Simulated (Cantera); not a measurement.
**Catalytic combustion on Pt**

An isothermal plug-flow reactor at 998 K and 435 Torr (inlet), inlet velocity 0.64 m/s, active area per volume 460 1/m; feed 0.589 % CH4, 2.45 % O2, 97.0 % N2, equivalence ratio 0.48.

Detailed kinetics in Cantera: Deutschmann's 1995 Pt surface mechanism with GRI-Mech 3.0 gas chemistry. Catalytic surfaces can have several steady states; this one follows from the mechanism file's or the stated starting coverage. Mass transfer to the wall is taken as infinitely fast.

| z (m) | x CH4 | x O2 | x H2O | x CO2 | x CO | θ free Pt | θ O* | θ OH* |
|---|---|---|---|---|---|---|---|---|
| 4.4e-05 | 0.00585 | 0.0245 | 7.28e-5 | 3.39e-5 | 2.49e-6 | 0.311 | 0.689 | 0.000218 |
| 9.4e-05 | 0.00581 | 0.0244 | 0.000155 | 7.41e-5 | 3.44e-6 | 0.311 | 0.689 | 0.000261 |
| 0.0002 | 0.00573 | 0.0242 | 0.000328 | 0.000160 | 3.80e-6 | 0.311 | 0.688 | 0.000335 |
| 0.00044 | 0.00554 | 0.0238 | 0.000712 | 0.000352 | 3.71e-6 | 0.312 | 0.687 | 0.000458 |
| 0.00094 | 0.00515 | 0.0231 | 0.00148 | 0.000735 | 3.47e-6 | 0.314 | 0.686 | 0.000636 |
| 0.002 | 0.00441 | 0.0216 | 0.00295 | 0.00147 | 3.00e-6 | 0.317 | 0.682 | 0.000885 |
| 0.0044 | 0.00307 | 0.0189 | 0.00564 | 0.00282 | 2.12e-6 | 0.324 | 0.675 | 0.00122 |
x: gas mole fraction; θ: surface coverage.
